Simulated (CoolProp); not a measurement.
Saturation properties of R1234ze(Z) (Tc = 150.1 °C, pc = 3.531 MPa, ω = 0.327).

Model: reference Helmholtz-energy equation of state, Akasaka 2019, in CoolProp.

```tsv
T (°C)	p (MPa)	enthalpy of vaporisation (kJ/kg)	surface tension (mN/m)
15.75	0.1274	211.7	14.0
19.85	0.1480	209.3	13.4
24.05	0.1717	206.8	12.9
28.15	0.1976	204.3	12.4
32.35	0.2272	201.6	11.9
36.55	0.2602	198.9	11.4
40.65	0.2958	196.2	10.9
44.85	0.3360	193.3	10.4
```

It boils at 9.7 °C under 1 atm.

Surface tension comes from a separate correlation (Kondou 2015).
